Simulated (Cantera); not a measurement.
Feed: 1 mol FeCl3, 12 mol H2, 0.34 mol N2, at 56.0 Pa.

These are equilibrium values from Cantera (NASA tables, ideal gas, pure condensed phases), not measurements of a reactor. Candidate condensed phases: Fe, FeCl2, FeCl3, NH4Cl; 18 gas species. Kinetics and transport are ignored.

Task: Which condensed phases are stable at each of these points (T (°C)): 627, 677, 727, 777, 827, 877, 927, 977, 1027, 1077, 1127, 1177, 1227, 1277?

Result: 
```csv
T (°C),condensed phases,Fe condensed (%)
627,Fe(α),92.3
677,Fe(α),90.0
727,Fe(α),87.5
777,Fe(α),84.9
827,Fe(α),82.4
877,Fe(α),79.8
927,Fe(γ),77.3
977,Fe(γ),74.9
1027,Fe(γ),72.6
1077,Fe(γ),70.3
1127,Fe(γ),68.1
1177,Fe(γ),65.9
1227,Fe(γ),63.7
1277,Fe(γ),61.2
```

From 627 °C to 877 °C the condensed part is Fe(α). From 927 °C to 1277 °C the condensed part is Fe(γ).
